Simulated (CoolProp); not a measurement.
Vapour-liquid equilibrium of propane (1) + isopentane (2) at 46.75 °C; x and y are mole fractions of (1).

Values from CoolProp's multi-fluid Helmholtz-energy mixture model, Lemmon 2009 and Lemmon 2006; pair parameters Kunz 2012.

Give the bubble pressure and the first vapour's composition at x = 0.05, 0.45, 0.95. Is there an azeotrope?

x = 0.05: 2.618 bar, y = 0.303; x = 0.45: 8.011 bar, y = 0.834; x = 0.95: 15.11 bar, y = 0.988. No azeotrope shows between x = 0.05 and 0.95.

Pair parameters are fitted to limited data, so mixtures are less certain than the pure fluids. The gap from Raoult's law changes sign with composition, which may be real or a fault of the pair parameters; it wasn't checked against measurements.
